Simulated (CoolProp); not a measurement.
Vapour-liquid equilibrium of cis-2-butene (1) + acetone (2) at 203 kPa; x and y are mole fractions of (1).

Model: multi-fluid Helmholtz-energy mixture model, Lemmon 2005 and Lemmon 2006; pair parameters Bell 2016, in CoolProp.

| x | bubble temperature, mixture model (°C) | bubble temperature, Raoult's law (°C) | y, mixture model | y, Raoult's law |
|---|---|---|---|---|
| 0.05 | 66.1 | 72.5 | 0.323 | 0.193 |
| 0.15 | 49.7 | 63.1 | 0.638 | 0.463 |
| 0.25 | 40.4 | 55.4 | 0.762 | 0.634 |
| 0.35 | 35.1 | 48.9 | … | 0.747 |
| 0.45 | 31.9 | 43.4 | 0.853 | 0.825 |
| 0.55 | 29.8 | 38.7 | … | 0.881 |
| 0.65 | 28.2 | 34.6 | … | 0.921 |
| 0.75 | 26.9 | 30.9 | … | 0.951 |
| 0.85 | 25.5 | 27.7 | 0.936 | 0.975 |
| 0.95 | 24.1 | 24.8 | 0.973 | 0.993 |

Task: Fill in the missing entries.

Result: 
- 0.35, y, mixture model: 0.821
- 0.55, y, mixture model: 0.875
- 0.65, y, mixture model: 0.893
- 0.75, y, mixture model: 0.912

The largest gap from Raoult's law is -15.0 K in bubble temperature, at x = 0.25. No azeotrope shows between x = 0.05 and 0.95.

The pair parameters rest on a limited set of measurements; away from them the model extrapolates. With so large a gap from Raoult's law the liquid may split in two, which this calculation doesn't test in full.
